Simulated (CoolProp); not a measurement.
Vapour pressure (MPa) of carbon monoxide: the reference equation beside estimates from Tc = -140.3 °C, pc = 3.498 MPa, ω = 0.050.

The numbers come from the reference Helmholtz-energy equation of state, Lemmon 2006 in CoolProp. It is a short technical equation, of lower accuracy than the large ones.

```json
[
 {"T (°C)": "-172.75", "reference": "0.5607", "Lee-Kesler": "0.5612", "Soave-Redlich-Kwong": "0.5637"},
 {"T (°C)": "-169.55", "reference": "0.7039", "Lee-Kesler": "0.7042", "Soave-Redlich-Kwong": "0.7089"},
 {"T (°C)": "-166.25", "reference": "0.8774", "Lee-Kesler": "0.8772", "Soave-Redlich-Kwong": "0.8852"},
 {"T (°C)": "-163.05", "reference": "1.073", "Lee-Kesler": "1.072", "Soave-Redlich-Kwong": "1.084"},
 {"T (°C)": "-159.75", "reference": "1.306", "Lee-Kesler": "1.304", "Soave-Redlich-Kwong": "1.320"},
 {"T (°C)": "-156.55", "reference": "1.564", "Lee-Kesler": "1.561", "Soave-Redlich-Kwong": "1.583"},
 {"T (°C)": "-153.35", "reference": "1.857", "Lee-Kesler": "1.853", "Soave-Redlich-Kwong": "1.879"},
 {"T (°C)": "-150.05", "reference": "2.199", "Lee-Kesler": "2.195", "Soave-Redlich-Kwong": "2.224"},
 {"T (°C)": "-146.85", "reference": "2.573", "Lee-Kesler": "2.571", "Soave-Redlich-Kwong": "2.598"}
]
```

Absolute difference from the reference over all 9 rows, mean and median: Lee-Kesler 0.1 and 0.1 %, Soave-Redlich-Kwong 1.0 and 1.0 %.
